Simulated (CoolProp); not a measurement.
Vapour-liquid equilibrium of neopentane (1) + n-pentane (2) at 0.057 MPa; x and y are mole fractions of (1).

Model: multi-fluid Helmholtz-energy mixture model, Lemmon 2006 and Thol 2019; pair parameters Bell 2016, in CoolProp.

Q: Give the bubble temperature and the first vapour's composition at x = 0.65, 0.75, 0.85. Is there an azeotrope?

A: x = 0.65: 0.9 °C, y = 0.837; x = 0.75: -1.1 °C, y = 0.892; x = 0.85: -2.9 °C, y = 0.940. No azeotrope shows between x = 0.05 and 0.95.

The pair parameters rest on a limited set of measurements; away from them the model extrapolates.
